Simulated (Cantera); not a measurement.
Source: NASA polynomial tables (part measured, part estimated), evaluated in Cantera. Values are per mole of reaction as written; species without (g) are pure solids or liquids, kept so even where they would boil at 1 bar.

**Question.** Between 300 and 975 K, where is each reaction favourable under standard conditions?
- SiC2(g) + Si3N4 = 2 N2(g) + 2 Si2C(g)
- 3 Si2C(g) + 4 N2(g) = 3 C + 2 Si3N4

**Answer.** 
- SiC2(g) + Si3N4 = 2 N2(g) + 2 Si2C(g): ΔG° is 1045 kJ at 300 K and 698 kJ at 975 K; it stays positive (K < 1). ΔH° is 1191 kJ and ΔS° 506 J/K at 975 K.
- 3 Si2C(g) + 4 N2(g) = 3 C + 2 Si3N4: ΔG° is -2721 kJ at 300 K and -1878 kJ at 975 K; it stays negative (K > 1). ΔH° is -3078 kJ and ΔS° -1230 J/K at 975 K.
